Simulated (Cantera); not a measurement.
Charge: 1 mol Si, 0.99 mol HCl, 1 mol H₂, equilibrated at 0.100 bar.

Cantera equilibrium calculation (NASA polynomials, part measured and part estimated; ideal gas, pure solids and liquids). Candidate condensed phases: Si; 19 gas species. Kinetics and transport are ignored.

Over these rows the condensed part is Si(s). Partial pressures as log10 of bar:

| T (K) | 1000/T (1/K) | log p SiCl₂ | log p H₂ | log p SiCl₄ | log p SiHCl₃ |
|---|---|---|---|---|---|
| 723 | 1.3831 | -7.26 | -1.07 | -1.94 | -2.43 |
| 773 | 1.2937 | ? | -1.07 | -1.94 | -2.44 |
| 823 | 1.2151 | -5.85 | -1.07 | -1.94 | -2.45 |
| 873 | 1.1455 | -5.28 | -1.07 | -1.94 | -2.46 |
| 923 | 1.0834 | -4.76 | -1.08 | -1.94 | -2.47 |
| 973 | 1.0277 | -4.31 | -1.08 | -1.95 | -2.48 |

Problem. Fit log p(SiCl₂) = a + b·(1000/T) to the five rows, give the apparent enthalpy, and predict the row at 773 K.

Solution. Means: 1000/T = 1.1710, log p = -5.492. Sxy = -0.629690, Sxx = 0.0757901, so b = -8.31 and a = -5.492 − (-8.31)×1.1710 = 4.24.
Apparent enthalpy: −19.145 × (-8.31) = 159 kJ/mol. With the condensed phases at unit activity, 1/2 Si(s) + 1/2 SiCl₄(g) = SiCl₂(g) links this pressure to the main gases: over the six rows their terms move log p by -0.01 in all, so the slope is close to that reaction's ΔH°. The five rows lie within 0.01 of the line.
Prediction at 773 K: 4.24 + (-8.31)×1.2937 = -6.51. The computed value is -6.51, 0.00 from the line.
